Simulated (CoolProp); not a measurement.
Vapour-liquid equilibrium of cyclohexane (1) + ethylbenzene (2) at 0.0312 MPa; x and y are mole fractions of (1).

The numbers come from the multi-fluid Helmholtz-energy mixture model, Zhou 2014 and Zhou 2012; pair parameters Bell 2016 in CoolProp.

| x | bubble temperature, mixture model (°C) | bubble temperature, Raoult's law (°C) | y, mixture model | y, Raoult's law |
|---|---|---|---|---|
| 0.05 | 90.2 | 91.5 | 0.253 | 0.222 |
| 0.125 | 81.6 | 84.2 | 0.495 | 0.450 |
| 0.2 | 74.9 | 78.1 | 0.641 | 0.600 |
| 0.275 | 69.5 | 73.0 | 0.736 | 0.704 |
| 0.35 | 65.2 | 68.6 | 0.799 | 0.778 |
| 0.425 | 61.7 | 64.8 | 0.844 | 0.832 |
| 0.5 | 58.8 | 61.4 | 0.878 | 0.874 |
| 0.575 | 56.3 | 58.4 | 0.904 | 0.906 |
| 0.65 | 54.1 | 55.7 | 0.926 | 0.931 |
| 0.725 | 52.2 | 53.3 | 0.944 | 0.952 |
| 0.8 | 50.4 | 51.1 | 0.960 | 0.968 |
| 0.875 | 48.7 | 49.1 | 0.976 | 0.982 |
| 0.95 | 47.1 | 47.2 | 0.990 | 0.993 |

The largest gap from Raoult's law is -3.5 K in bubble temperature, at x = 0.275. No azeotrope shows between x = 0.05 and 0.95.

The pair parameters rest on a limited set of measurements; away from them the model extrapolates.
